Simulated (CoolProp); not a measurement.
Vapour-liquid equilibrium of hydrogen chloride (1) + propane (2) at 0.0669 MPa; x and y are mole fractions of (1).

The numbers come from the multi-fluid Helmholtz-energy mixture model, Thol 2018 and Lemmon 2009; pair parameters Bell 2016 in CoolProp.

Give the bubble temperature and the first vapour's composition at x = 0.35, 0.65, 0.8. Is there an azeotrope?

x = 0.35: 184.2 K, y = 0.918; x = 0.65: 182.7 K, y = 0.931; x = 0.8: 182.3 K, y = 0.939. No azeotrope shows between x = 0.05 and 0.95.

Pair parameters are fitted to limited data, so mixtures are less certain than the pure fluids. With so large a gap from Raoult's law the liquid may split in two, which this calculation doesn't test in full.
